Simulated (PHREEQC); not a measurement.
Solution A (0.0079 mol/kgw CuSO4, 0.00036 mol/kgw H2SO4 and 0.00052 mol/kgw H3BO3) is mixed with solution B (0.0068 mol/kgw HBr, 0.14 mol/kgw NaCl and 0.04 mol/kgw CuCl2) at 20 °C; shares are by mass of water, 1 kg in all. Oxygen is held at 0.21 atm. No CO2 enters from the air. Solids allowed: Halite. Others were left out.

Computed with PHREEQC (ion-association model, phreeqc.dat).

**Question.** Predict SO4-2 (mol/kgw) at share of solution B = 0.75, 0.8.

**Answer.** 
| share of solution B | SO4-2 (mol/kgw) |
|---|---|
| 0.75 | 0.00114 |
| 0.8 | 0.000904 |

Complexes and solids missing from the database can't appear.
